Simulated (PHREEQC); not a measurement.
Model water analysis in mg/L, 25 °C, pH 6.03, pe 8.7: Na 0.172; K 0.0252; Ca 0.447; Mg 0.0263; Cl 0.942; S(6) as SO4 0.0148; Alkalinity as HCO3 0.377; B 4.5e-05; Br 0.00197; Cd 0.029; Cu(2) 0.000286; N(5) as NO3 0.0192.

Valence states are taken as typed.

Equilibrium calculation in PHREEQC: ion-association model, phreeqc.dat.

No solid was allowed to form.

Predict the charge-balance error.

charge-balance error -0.4 %.

In which forms is Cu present?

Cu+2 96 %, Cu(OH)2 2.2 %, CuOH+ 1.0 % of the Cu.
